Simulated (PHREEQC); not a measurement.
## Nickel, zinc or cadmium bath (model solution)

Consider water at 25 °C with 0.035 mol/kgw ZnCl2, 0.0023 mol/kgw KCl and 3.6e-05 mol/kgw MnSO4. Closed to the air; pH follows from the charge balance.

Computed with PHREEQC (ion-association model, wateq4f.dat).

| Property | Value |
|---|---|
| pH | 5.24 |
| ionic strength | 0.102 mol/kgw |

```tsv
species	molality	activity	log γ
Cl-	0.0697	0.0531	-0.118
Zn+2	0.0325	0.0129	-0.400
ZnCl+	0.00241	0.00185	-0.115
K+	0.00230	0.00175	-0.118
ZnCl2	0.000100	0.000103	0.010
Mn+2	3.24e-5	1.29e-5	-0.400
ZnSO4	1.87e-5	1.92e-5	0.010
SO4-2	1.71e-5	6.34e-6	-0.432
ZnCl3-	7.98e-6	6.12e-6	-0.115
H+	6.99e-6	5.77e-6	-0.084
ZnOHCl	3.84e-6	3.93e-6	0.010
MnCl+	3.57e-6	2.79e-6	-0.107
ZnOH+	3.14e-6	2.45e-6	-0.108
ZnCl4-2	4.37e-7	1.63e-7	-0.428
KSO4-	9.93e-8	7.81e-8	-0.104
```

No solid was allowed to form.
